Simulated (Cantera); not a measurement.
Mixture: CH4 : C2H6 : C3H8 : O2 : N2 = 1 : 0.3 : 0.057 : 2.08 : 11.5 (molar parts), equivalence ratio 1.6, at 3.70 bar, adiabatic and at constant volume. Ignition delay is the time to a rise of 400 K.

Computed with Cantera and GRI-Mech 3.0 (53 species, 325 reactions).

Q: What does this change do: 0.27 parts H2 added?

A: 
```
quantity                                                before       after
--------------------------------------------------  ----------  ----------
delay at 1250 K                                       0.622 ms    0.478 ms
delay at 1350 K                                       0.214 ms    0.170 ms
delay at 1450 K                                        88.9 µs     74.3 µs
delay at 1550 K                                        41.4 µs     36.0 µs
delay at 1650 K                                        21.1 µs     19.0 µs
apparent activation energy between 1550 and 1650 K  140 kJ/mol  140 kJ/mol
```
